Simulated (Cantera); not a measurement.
Feed: 1 mol Si, 1.5 mol N₂O, 19 mol H₂, 0.23 mol CO₂, equilibrated at 1350 °C and 31.0 Pa.

Equilibrium computed with Cantera from the NASA thermochemical tables; the gas is ideal and each condensed phase is pure. Candidate condensed phases: C, C₆H₆, C₇H₈, C₈H₁₈, H₂O, Si, SiC, SiO₂, Si₂N₂O, Si₃N₄; 151 gas species. The tables hold silica as quartz up to 1696 K and as liquid above; real silica turns to tridymite and cristobalite and melts near 1996 K. Rates play no part.

Base state: H₂ 0.888, N₂ 0.0708, SiO 0.0195, CO 0.0108, H₂O 0.00670, H 0.00370, CO₂ 2.63e-5 (mole fractions); condensed: SiO₂(β-quartz).

Task: What changes in the equilibrium state with this change: N₂O from 1.5 to 0.018 mol?

Result: 
| species | before | after |
|---|---|---|
| H₂ | 0.888 | 0.970 |
| SiO | 0.0195 | 0.0235 |
| H | 0.00370 | 0.00387 |
| N₂ | 0.0708 | 0.000920 |
| CO | 0.0108 | 0.000963 |
| Si | 1.10e-9 | 0.000505 |
| H₂O | 0.00670 | 1.93e-8 |
| CO₂ | 2.63e-5 | <1e-9 |
| SiH | <1e-9 | 1.76e-5 |
| SiO₂(β-quartz), mol | 0.587 | 0 |
| Si(s), mol | 0 | 0.319 |
| SiC(s), mol | 0 | 0.211 |
Mutual solubility and eutectic melting of coexisting phases are not modelled.
